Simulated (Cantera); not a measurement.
Input: 1 mol CF4, 0.98 mol F2, 0.019 mol Si, at 0.100 bar.

Equilibrium computed with Cantera from the NASA thermochemical tables; the gas is ideal and each condensed phase is pure. Candidate condensed phases: C, Si, SiC; 23 gas species. Gases not in the tables: C2F6 and larger saturated fluorocarbons. The numbers say what is thermodynamically allowed, not how fast it happens.

log p: log10 of the partial pressure in bar; nothing condenses.

| T (°C) | log p F | log p CF4 | log p F2 | log p CF2 | log p SiF4 | log p CF3 | log p CF |
|---|---|---|---|---|---|---|---|
| 877 | -1.35 | -1.40 | -1.82 | <-13 | -3.12 | <-13 | <-13 |
| 977 | -1.25 | -1.44 | -2.21 | <-13 | -3.16 | <-13 | <-13 |
| 1077 | -1.21 | -1.45 | -2.64 | <-13 | -3.17 | (withheld) | <-13 |
| 1177 | -1.20 | -1.46 | -3.06 | <-13 | -3.18 | (withheld) | <-13 |
| 1277 | -1.19 | -1.46 | -3.44 | <-13 | -3.18 | (withheld) | <-13 |
| 1377 | -1.19 | -1.46 | -3.78 | -11.98 | -3.18 | (withheld) | <-13 |
| 1477 | -1.19 | -1.46 | -4.08 | -10.33 | -3.18 | (withheld) | <-13 |
| 1577 | -1.19 | -1.46 | -4.35 | -8.86 | -3.18 | (withheld) | <-13 |
| 1677 | -1.19 | -1.46 | -4.59 | -7.54 | -3.18 | (withheld) | -12.98 |
| 1777 | -1.19 | -1.46 | -4.82 | -6.35 | -3.18 | (withheld) | -11.11 |
| 1877 | -1.19 | -1.46 | -5.02 | -5.28 | -3.18 | (withheld) | -9.41 |
| 1977 | -1.19 | -1.46 | -5.20 | -4.30 | -3.18 | (withheld) | -7.87 |
| 2077 | -1.19 | -1.47 | -5.36 | -3.42 | -3.19 | (withheld) | -6.47 |
| 2177 | -1.18 | -1.52 | -5.50 | -2.66 | -3.21 | (withheld) | -5.25 |

Problem. What belongs in the gaps?

Solution. 
- 1077, log p CF3: -12.56
- 1177, log p CF3: -11.12
- 1277, log p CF3: -9.87
- 1377, log p CF3: -8.76
- 1477, log p CF3: -7.78
- 1577, log p CF3: -6.91
- 1677, log p CF3: -6.12
- 1777, log p CF3: -5.41
- 1877, log p CF3: -4.77
- 1977, log p CF3: -4.19
- 2077, log p CF3: -3.67
- 2177, log p CF3: -3.24
